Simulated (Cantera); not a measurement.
Input: 1 mol Fe₂O₃, 0.059 mol SO₃, 0.43 mol CO₂, 0.53 mol H₂S, at 798 K and 100 Torr.

Equilibrium computed with Cantera from the NASA thermochemical tables; the gas is ideal and each condensed phase is pure. Candidate condensed phases: C, C₆H₆, C₇H₈, C₈H₁₈, Fe, Fe(CO)₅, FeO, Fe(OH)₂, Fe(OH)₃, FeS, FeSO₄, FeS₂, Fe₂O₃, Fe₂(SO₄)₃, Fe₃O₄, H₂O, H₂SO₄, S; 127 gas species. Gases not in the tables: S₃ to S₇. Rates play no part.

Base state: H₂O 0.476, CO₂ 0.390, SO₂ 0.127, H₂S 0.00485, S₂ 0.00140, H₂ 0.000171, S₂O 0.000102, CO 3.28e-5 (mole fractions); condensed: FeS₂(s) + Fe₃O₄(s).

Problem. What changes in the equilibrium state with this change: temperature from 798 K to 1498 K?

Solution. 
| species | before | after |
|---|---|---|
| H₂O | 0.476 | 0.334 |
| SO₂ | 0.127 | 0.263 |
| CO₂ | 0.390 | 0.250 |
| CO | 3.28e-5 | 0.0481 |
| H₂ | 0.000171 | 0.0250 |
| S₂ | 0.00140 | 0.0643 |
| S | <1e-9 | 2.76e-5 |
| SO | 1.85e-7 | 0.00363 |
| SH | 4.13e-8 | 0.000644 |
| S₂O | 0.000102 | 0.00198 |
| COS | 3.05e-5 | 0.000543 |
| FeS₂(s), mol | 0.220 | 0 |
| Fe₃O₄(s), mol | 0.593 | 0 |
| FeO(s), mol | 0 | 2.00 |
The tables' stoichiometric FeO is somewhat more stable than real wüstite, so its field is too wide. FeO: taken at fixed stoichiometry.
